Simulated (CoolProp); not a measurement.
Vapour-liquid equilibrium of R125 (1) + cyclopropane (2) at 18.45 °C; x and y are mole fractions of (1).

Model: multi-fluid Helmholtz-energy mixture model, Lemmon 2005 and Polt 1992; pair parameters Bell 2016, in CoolProp. This equation is an older, rougher fit; its heat capacities, sound speeds and derivatives of the liquid may be far off and weren't checked against measurements.

Problem. Give the bubble pressure and the first vapour's composition at x = 0.2, 0.35, 0.65. Is there an azeotrope?

Solution. x = 0.2: 963.9 kPa, y = 0.435; x = 0.35: 1081 kPa, y = 0.540; x = 0.65: 1190 kPa, y = 0.695. y crosses x between x = 0.65 and 0.8: the model has an azeotrope there.

The pair parameters rest on a limited set of measurements; away from them the model extrapolates.
